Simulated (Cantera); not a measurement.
Input (Python, Cantera) and output of one run.

```python
import numpy as np
import cantera as ct

gas_names = [...]  # 110 gases of nasa_gas.yaml made of C, H, O
cond_names = """
    C(gr) C6H6(L) C7H8(L) C8H18(L),n-octa H2O(s) H2O(L)
""".split()


# ... load() reads the species with a 1 bar reference pressure and builds the phases ...
atoms = {
    'C6H6': {'C': 6, 'H': 6},
    'O2': {'O': 2},
}
top_T = {'C(gr)': 4500}  # K; cautious upper limits of use, not melting points


# ... equilibrate(T, P, feed) seeds the gas with the atoms and calls Mixture.equilibrate('TP', solver="vcs", rtol=1e-11, max_steps=5000) ...
results = []
feed = {'C6H6': 1, 'O2': 1.6}  # mol
P = 17000  # Pa
for T in [725, 800, 875, 950, 1025, 1100, 1175, 1250, 1325]:
    mix = equilibrate(T, P, feed)
    results.append((T, P, feed, dict(zip(mix.species_names, mix.species_moles))))
    x = sorted(zip(gas.X, gas.species_names), reverse=True)
    print(f"T = {T:g} K  P = {P:g} Pa  gas = {mix.phase_moles(0):.4g} mol")
    print("   x: " + "  ".join(f"{s} {v:.3e}" for v, s in x if v > 1e-06))
    print("   condensed (mol): " + ("  ".join(f"{mix.phase(i).name} {mix.phase_moles(i):.4g}"
          for i in range(1, mix.n_phases) if mix.phase_moles(i) > 1e-12) or "none"))
```

Output:

```
T = 725 K  P = 17000 Pa  gas = 3.74 mol
   x: H2O 3.235e-01  H2 3.105e-01  CO2 2.501e-01  CH4 8.409e-02  CO 3.189e-02
   condensed (mol): C(gr) 4.631
T = 800 K  P = 17000 Pa  gas = 4.252 mol
   x: H2 4.271e-01  CO2 2.213e-01  H2O 1.951e-01  CO 1.148e-01  CH4 4.168e-02
   condensed (mol): C(gr) 4.393
T = 875 K  P = 17000 Pa  gas = 4.973 mol
   x: H2 4.781e-01  CO 2.752e-01  CO2 1.385e-01  H2O 9.118e-02  CH4 1.697e-02
   condensed (mol): C(gr) 3.858
T = 950 K  P = 17000 Pa  gas = 5.682 mol
   x: H2 4.820e-01  CO 4.268e-01  CO2 5.183e-02  H2O 3.267e-02  CH4 6.621e-03
   condensed (mol): C(gr) 3.242
T = 1025 K  P = 17000 Pa  gas = 6.033 mol
   x: CO 4.915e-01  H2 4.808e-01  CO2 1.413e-02  H2O 1.066e-02  CH4 2.889e-03
   condensed (mol): C(gr) 2.932
T = 1100 K  P = 17000 Pa  gas = 6.144 mol
   x: CO 5.093e-01  H2 4.817e-01  CO2 3.892e-03  H2O 3.731e-03  CH4 1.416e-03
   condensed (mol): C(gr) 2.838
T = 1175 K  P = 17000 Pa  gas = 6.179 mol
   x: CO 5.140e-01  H2 4.826e-01  H2O 1.462e-03  CO2 1.216e-03  CH4 7.581e-04
   condensed (mol): C(gr) 2.812
T = 1250 K  P = 17000 Pa  gas = 6.191 mol
   x: CO 5.154e-01  H2 4.831e-01  H2O 6.374e-04  CH4 4.362e-04  CO2 4.346e-04
   condensed (mol): C(gr) 2.804
T = 1325 K  P = 17000 Pa  gas = 6.195 mol
   x: CO 5.159e-01  H2 4.834e-01  H2O 3.050e-04  CH4 2.667e-04  CO2 1.747e-04  H 2.758e-06
   condensed (mol): C(gr) 2.801
```

Method: chemical equilibrium by Gibbs-energy minimisation in Cantera with the NASA 1993 tables (ideal gas, pure condensed phases).
